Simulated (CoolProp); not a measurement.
Properties of sulfur dioxide along the isobar 35000 kPa.

Computed with CoolProp (reference Helmholtz-energy equation of state, Gao 2016).

```csv
T (K),phase,Z,cp (kJ/(kg K)),expansivity (1/kK),fugacity coefficient
336.5,liquid,0.5984,1.332,1.795,0.05445
349,liquid,0.5903,1.339,1.875,0.07105
361.6,liquid,0.5837,1.348,1.965,0.09059
374.2,liquid,0.5786,1.358,2.068,0.1129
386.8,liquid,0.5749,1.370,2.184,0.1379
399.3,liquid,0.5728,(withheld),(withheld),0.1653
411.9,liquid,0.5722,1.398,2.456,0.1950
424.5,liquid,0.5732,1.413,2.615,0.2268
437,supercritical,0.5759,1.430,(withheld),0.2600
449.6,supercritical,0.5805,1.447,2.976,0.2947
462.2,supercritical,0.5870,1.464,3.176,0.3303
474.7,supercritical,0.5954,1.480,3.380,0.3661
487.3,supercritical,0.6060,(withheld),3.586,0.4024
499.9,supercritical,0.6188,1.505,3.781,(withheld)
512.4,supercritical,0.6336,1.510,3.949,0.4737
525,supercritical,0.6505,1.507,4.078,0.5084
```

Question: Fill in the missing entries.

Answer: 
- 399.3, cp (kJ/(kg K)): 1.383
- 399.3, expansivity (1/kK): 2.312
- 437, expansivity (1/kK): 2.788
- 487.3, cp (kJ/(kg K)): 1.494
- 499.9, fugacity coefficient: 0.4385
